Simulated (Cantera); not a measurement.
Charge: 1 mol Ti, 0.071 mol O₂, 13 mol H₂, equilibrated at 22.0 Pa.

These are equilibrium values from Cantera (NASA tables, ideal gas, pure condensed phases), not measurements of a reactor. Candidate condensed phases: H₂O, Ti, TiO, TiO₂, Ti₂O₃, Ti₃O₅, Ti₄O₇; 12 gas species. Mutual solubility and eutectic melting of coexisting phases are not modelled. TiO: taken at fixed stoichiometry. Condensed phases not in the tables: N, O or C dissolved in the metal. Rates play no part.

### Question
What share of the Ti ends up in condensed phases as a function of T (K), at 1498, 1548, 1598, 1648, 1698, 1748, 1798, 1848, 1898, 1948, 1998, 2048, 2098, 2148?

### Answer
| T (K) | Ti condensed (%) | as |
|---|---|---|
| 1498 | 100.0 | Ti(β) + TiO(s) |
| 1548 | 100.0 | Ti(β) + TiO(s) |
| 1598 | 99.9 | Ti(β) + TiO(s) |
| 1648 | 99.8 | Ti(β) + TiO(s) |
| 1698 | 99.5 | Ti(β) + TiO(s) |
| 1748 | 98.8 | Ti(β) + TiO(s) |
| 1798 | 97.1 | Ti(β) + TiO(s) |
| 1848 | 93.2 | Ti(β) + TiO(s) |
| 1898 | 84.8 | Ti(β) + TiO(s) |
| 1948 | 67.3 | Ti(l) + TiO(s) |
| 1998 | 32.2 | Ti(l) + TiO(s) |
| 2048 | 4.0 | TiO(l) |
| 2098 | 0.0 | - |
| 2148 | 0.0 | - |
